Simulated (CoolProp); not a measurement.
Octamethylcyclotetrasiloxane (D4) at several states: Z from the reference equation and from simpler models built on Tc = 586.5 K, pc = 13.47 bar, ω = 0.598; each cubic takes its own stable root.

Computed with CoolProp (reference Helmholtz-energy equation of state, Thol 2015).

```
T (K)  p (bar)   phase  reference
-----  -------  ------  ---------
552.3     6.78     gas     0.7147
544.7    0.733     gas     0.9742
575.7       27  liquid     0.2922
319.1       15  liquid     0.1805
```

Problem. How far does each simpler model (van der Waals, Redlich-Kwong, Peng-Robinson) lie from the reference over these 4 states: mean and median of the absolute difference, and the worst?

Solution. 
- van der Waals: mean 32.9 %, median 28.4 %, worst +74.2 % at 319.1 K and 15 bar
- Redlich-Kwong: mean 10.3 %, median 11.2 %, worst +18.8 % at 319.1 K and 15 bar
- Peng-Robinson: mean 0.9 %, median 0.4 %, worst +2.9 % at 575.7 K and 27 bar
